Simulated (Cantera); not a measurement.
Input (Python, Cantera):

```python
import numpy as np
import cantera as ct

gas = ct.Solution("gri30.yaml")
gas.TPX = 2198, 210000, {'CH4': 1, 'CO2': 3.2}
inlet = ct.Reservoir(gas, clone=True)

reactor = ct.IdealGasConstPressureReactor(gas, energy="off", clone=False)
exhaust = ct.Reservoir(gas, clone=True)
tau = [9.5, 1.9, 0.39, 0.078, 0.016, 0.0032, 0.00065, 0.00013][0]
for a, b in ((inlet, reactor), (reactor, exhaust)):
    ct.MassFlowController(a, b, mdot=lambda t: reactor.mass / tau)
net = ct.ReactorNet([reactor])
show = ['CH4', 'CO2', 'O2', 'CH3', 'HO2', 'H2O2']

rows = []
print(f"{'tau/s':>10s}{'T/K':>9s}" + "".join(f"{s:>11s}" for s in show))
for tau in [9.5, 1.9, 0.39, 0.078, 0.016, 0.0032, 0.00065, 0.00013]:
    net.initial_time = 0.0
    net.advance(30 * tau)
    before = gas.X
    net.advance(40 * tau)
    drift = np.max(np.abs(gas.X - before) / (gas.X + 1e-9))
    rows.append([gas.T, *gas[show].X, drift])
    print(f"{tau:10.3e}{gas.T:9.1f}" + "".join(f"{x:11.3e}" for x in gas[show].X))
```

It prints:

```
     tau/s      T/K        CH4        CO2         O2        CH3        HO2       H2O2
 9.500e+00   2198.0  1.790e-06  1.569e-01  1.532e-06  3.599e-07  1.388e-09  1.191e-09
 1.900e+00   2198.0  9.301e-06  1.569e-01  1.474e-06  1.839e-06  1.334e-09  1.149e-09
 3.900e-01   2198.0  5.168e-05  1.570e-01  1.292e-06  9.641e-06  1.165e-09  1.015e-09
 7.800e-02   2198.0  3.021e-04  1.577e-01  1.079e-06  5.207e-05  9.757e-10  8.587e-10
 1.600e-02   2198.0  1.403e-03  1.614e-01  9.879e-07  2.346e-04  9.213e-10  8.111e-10
 3.200e-03   2198.0  4.989e-03  1.824e-01  8.421e-07  8.297e-04  9.747e-10  8.475e-10
 6.500e-04   2198.0  1.360e-02  2.648e-01  5.521e-07  2.187e-03  1.242e-09  9.529e-10
 1.300e-04   2198.0  4.017e-02  4.332e-01  2.245e-07  5.199e-03  1.292e-09  6.271e-10
```

Detailed kinetics in Cantera: GRI-Mech 3.0 (53 species, 325 reactions).
